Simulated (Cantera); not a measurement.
Mixture: C3H8 : O2 : N2 = 1 : 6.94 : 42.4 (molar parts), equivalence ratio 0.72, at 0.330 bar, adiabatic and at constant volume. Ignition delay is the time to a rise of 400 K.

Model: GRI-Mech 3.0 (53 species, 325 reactions), integrated in Cantera. GRI-Mech 3.0 was tuned for natural gas; its chemistry of propane as a main component is partial and can be far from experiment.

Question: What does this change do: N2 42.4 to 32 parts?

Answer: 
| quantity | before | after |
|---|---|---|
| delay at 1023 K | 0.879 s | 0.722 s |
| delay at 1223 K | 7.77 ms | 6.57 ms |
| delay at 1423 K | 0.389 ms | 0.332 ms |
| delay at 1623 K | 80.3 µs | 68.2 µs |
| delay at 1823 K | 33.7 µs | 28.1 µs |
| apparent activation energy between 1623 and 1823 K | 110 kJ/mol | 110 kJ/mol |

Question: What does this change do: N2 42.4 to 56 parts?

Answer: 
```
quantity                                                before      after
--------------------------------------------------  ----------  ---------
delay at 1023 K                                        0.879 s     1.07 s
delay at 1223 K                                        7.77 ms    9.16 ms
delay at 1423 K                                       0.389 ms   0.456 ms
delay at 1623 K                                        80.3 µs    96.3 µs
delay at 1823 K                                        33.7 µs    43.6 µs
apparent activation energy between 1623 and 1823 K  110 kJ/mol  97 kJ/mol
```

Question: What does this change do: O2 6.94 to 3.2 parts?

Answer: 
| quantity | before | after |
|---|---|---|
| delay at 1023 K | 0.879 s | 1.52 s |
| delay at 1223 K | 7.77 ms | 14.2 ms |
| delay at 1423 K | 0.389 ms | 0.753 ms |
| delay at 1623 K | 80.3 µs | 0.153 ms |
| delay at 1823 K | 33.7 µs | 62.6 µs |
| apparent activation energy between 1623 and 1823 K | 110 kJ/mol | 110 kJ/mol |
